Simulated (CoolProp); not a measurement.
Properties of methane along the isobar 11.7 MPa (Tc = 190.6 K, pc = 4.599 MPa, ω = 0.011).

Values from CoolProp's reference Helmholtz-energy equation of state, Setzmann 1991.

```tsv
T (K)	phase	Z	viscosity (µPa s)
189.8	liquid	0.3910	37.8
199.1	supercritical	0.4031	32.4
208.4	supercritical	0.4252	27.5
217.7	supercritical	0.4615	23.2
227	supercritical	0.5132	19.9
236.3	supercritical	0.5730	17.6
245.6	supercritical	0.6312	16.2
254.9	supercritical	0.6824	15.4
264.2	supercritical	0.7259	15.0
273.5	supercritical	0.7627	14.7
282.8	supercritical	0.7939	14.6
292.1	supercritical	0.8206	14.5
301.4	supercritical	0.8436	14.5
310.7	supercritical	0.8635	14.6
320	supercritical	0.8809	14.7
```

Viscosity comes from a separate model (Quiñones-Cisneros 2006).
